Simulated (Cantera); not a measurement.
A closed system holds: 1 mol CuO, 1.2 mol H2, 0.056 mol H2O, held at 0.00130 bar.

Equilibrium computed with Cantera from the NASA thermochemical tables; the gas is ideal and each condensed phase is pure. Candidate condensed phases: Cu, CuO, Cu(OH)2, Cu2O, H2O; 12 gas species. Equilibrium is a limit: real reactors are often held back by kinetics, nucleation or transport.

x: gas mole fraction; n: condensed amount in mol.

| T (K) | x H2O | x Cu | x H2 | x H | x OH | x Cu2 | n Cu(s) | n Cu(l) |
|---|---|---|---|---|---|---|---|---|
| 1298 | 0.841 | 0.000116 | 0.159 | … | 8.10e-7 | 9.32e-9 | 1.000 | 0 |
| 1348 | 0.840 | 0.000360 | 0.159 | … | 2.18e-6 | 4.64e-8 | 1.000 | 0 |
| 1398 | 0.840 | 0.000998 | 0.159 | … | 5.45e-6 | 1.92e-7 | 0 | 0.999 |
| 1448 | 0.839 | 0.00255 | 0.159 | … | 1.28e-5 | 7.05e-7 | 0 | 0.997 |
| 1498 | 0.835 | 0.00612 | 0.158 | … | 2.84e-5 | 2.37e-6 | 0 | 0.992 |
| 1548 | 0.829 | 0.0138 | 0.157 | … | 5.97e-5 | 7.32e-6 | 0 | 0.982 |
| 1598 | 0.815 | 0.0297 | 0.154 | … | 0.000119 | 2.10e-5 | 0 | 0.961 |
| 1648 | 0.789 | 0.0608 | 0.149 | … | 0.000227 | 5.64e-5 | 0 | 0.919 |
| 1698 | 0.739 | 0.119 | 0.140 | … | 0.000408 | 0.000143 | 0 | 0.830 |
| 1748 | 0.650 | 0.224 | 0.123 | … | 0.000686 | 0.000341 | 0 | 0.635 |

Complete the blanks.


- 1298, x H: 1.19e-5
- 1348, x H: 2.56e-5
- 1398, x H: 5.23e-5
- 1448, x H: 0.000102
- 1498, x H: 0.000190
- 1548, x H: 0.000338
- 1598, x H: 0.000580
- 1648, x H: 0.000954
- 1698, x H: 0.00150
- 1748, x H: 0.00222
